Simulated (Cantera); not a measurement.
# Adiabatic ignition

An adiabatic, constant-pressure homogeneous reactor starts with C3H8 : O2 : N2 = 1.8 : 3.85 : 14.5 (molar parts), at 1425 K and 9.87 atm.

Detailed kinetics in Cantera: GRI-Mech 3.0 (53 species, 325 reactions). GRI-Mech 3.0 was tuned for natural gas; its chemistry of propane as a main component is partial and can be far from experiment.

```tsv
t (s)	T (K)	x C3H8	x O2	x CH2	x H2	x CH4	x OH	x CH2O
1.00e-6	1424	0.0891	0.191	1.07e-9	3.39e-5	1.36e-5	5.87e-7	1.18e-5
2.90e-6	1423	0.0883	0.191	9.64e-9	0.000196	0.000122	2.10e-6	0.000185
8.42e-6	1423	0.0851	0.189	1.47e-8	0.000864	0.000693	2.57e-6	0.000933
2.44e-5	1428	0.0739	0.183	2.70e-8	0.00356	0.00293	4.61e-6	0.00333
7.09e-5	2423	9.20e-10	2.07e-6	2.55e-5	0.135	0.00332	0.000321	1.74e-5
0.000206	2398	6.60e-11	2.49e-7	7.25e-6	0.174	0.00162	0.000184	3.86e-6
0.000597	2383	<1e-12	1.57e-7	8.30e-7	0.190	0.000255	0.000140	5.37e-7
0.00173	2381	<1e-12	1.53e-7	3.33e-10	0.192	1.05e-7	0.000137	1.44e-7
0.00503	2382	<1e-12	1.54e-7	3.35e-11	0.192	1.03e-8	0.000138	1.44e-7
0.0146	2382	<1e-12	1.54e-7	3.15e-11	0.192	9.74e-9	0.000138	1.44e-7
0.0423	2382	<1e-12	1.54e-7	3.13e-11	0.192	9.69e-9	0.000138	1.44e-7
0.123	2382	<1e-12	1.54e-7	3.13e-11	0.192	9.69e-9	0.000138	1.44e-7
0.356	2382	<1e-12	1.54e-7	3.13e-11	0.192	9.69e-9	0.000138	1.44e-7
1.03	2382	<1e-12	1.54e-7	3.13e-11	0.192	9.69e-9	0.000138	1.44e-7
3.00	2382	<1e-12	1.54e-7	3.13e-11	0.192	9.69e-9	0.000138	1.44e-7
```
x: mole fraction; the columns are a selection and need not sum to one.

```yaml
time_of_steepest_temperature_rise: 52.0 µs
temperature at 3.00 s: 2382 K
equilibrium_temperature: 2382 K
x(C3H8) at 3.00 s: <1e-12 (gas-phase equilibrium <1e-12)
x(O2) at 3.00 s: 1.54e-7 (gas-phase equilibrium 1.54e-7)
x(CH2) at 3.00 s: 3.13e-11 (gas-phase equilibrium 3.49e-11)
```
